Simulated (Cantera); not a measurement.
A Cantera script and what it prints.

```python
import numpy as np
import cantera as ct

gas_names = [...]  # 110 gases of nasa_gas.yaml made of C, H, O
cond_names = """
    C(gr) C6H6(L) C7H8(L) C8H18(L),n-octa H2O(s) H2O(L)
""".split()


# ... load() reads the species with a 1 bar reference pressure and builds the phases ...
atoms = {
    'C2H6': {'C': 2, 'H': 6},
    'H2O': {'H': 2, 'O': 1},
    'CO2': {'C': 1, 'O': 2},
}
top_T = {'C(gr)': 4500}  # K; cautious upper limits of use, not melting points


# ... equilibrate(T, P, feed) seeds the gas with the atoms and calls Mixture.equilibrate('TP', solver="vcs", rtol=1e-11, max_steps=5000) ...
results = []
feed = {'C2H6': 1, 'H2O': 0.36, 'CO2': 0.04}  # mol
P = 130  # Pa
for T in [1973, 2048, 2123, 2198, 2273, 2348, 2423, 2498]:
    mix = equilibrate(T, P, feed)
    results.append((T, P, feed, dict(zip(mix.species_names, mix.species_moles))))

top = {s: max(r[3][s] / sum(r[3][g] for g in gas_names) for r in results) for s in gas_names}
cols = sorted((s for s in top if top[s] > 1e-06), key=lambda s: -top[s])[:5]
seen = [c for c in cond_names if any(r[3].get(c, 0) > 1e-12 for r in results)]
print("log10 of partial pressures in bar; condensed amounts in mol")
print(f"{'T/K':>10s}" + "".join(f"{s[:9]:>10s}" for s in cols + seen))
for T, P, feed, n in results:
    ng = sum(n[g] for g in gas_names)
    print(f"{T:10.4g}" + "".join(f"{np.log10(max(n[s] / ng * P / 1e5, 1e-99)):10.3f}" for s in cols)
          + "".join(f"{n.get(c, 0):10.4g}" for c in seen))
```

It prints:

```
log10 of partial pressures in bar; condensed amounts in mol
       T/K        H2         H        CO C2H2,acet        C3     C(gr)
      1973    -2.956    -4.348    -3.830    -6.149   -10.850     1.596
      2048    -2.967    -4.133    -3.835    -5.946   -10.056     1.593
      2123    -2.983    -3.937    -3.842    -5.764    -9.320     1.589
      2198    -3.008    -3.758    -3.853    -5.604    -8.635     1.584
      2273    -3.042    -3.597    -3.867    -5.466    -7.996     1.577
      2348    -3.090    -3.453    -3.886    -5.352    -7.399     1.569
      2423    -3.154    -3.328    -3.909    -5.265    -6.841     1.558
      2498    -3.238    -3.223    -3.937    -5.208    -6.317     1.542
```

These are equilibrium values from Cantera (NASA tables, ideal gas, pure condensed phases), not measurements of a reactor.
